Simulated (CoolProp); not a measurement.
Vapour-liquid equilibrium of CH2F2 (R32) (1) + R134a (2) at 0.045 MPa; x and y are mole fractions of (1).

The numbers come from the multi-fluid Helmholtz-energy mixture model, Tillner-Roth 1997 and Tillner-Roth 1994; pair parameters Lemmon 2004 in CoolProp.

```tsv
x	bubble temperature (K)	y at the bubble point	dew temperature at overall composition x (K)	liquid density (mol/L)
0.05	228.3	0.163	230.0	14.31
0.2	222.6	0.487	227.7	15.38
0.35	218.2	0.674	225.2	16.57
0.5	214.8	0.795	222.3	17.89
0.65	212.0	0.878	218.8	19.41
0.8	209.5	0.939	214.6	21.18
0.95	207.4	0.987	209.1	23.29
```

No azeotrope shows between x = 0.05 and 0.95.

The pair parameters rest on a limited set of measurements; away from them the model extrapolates.
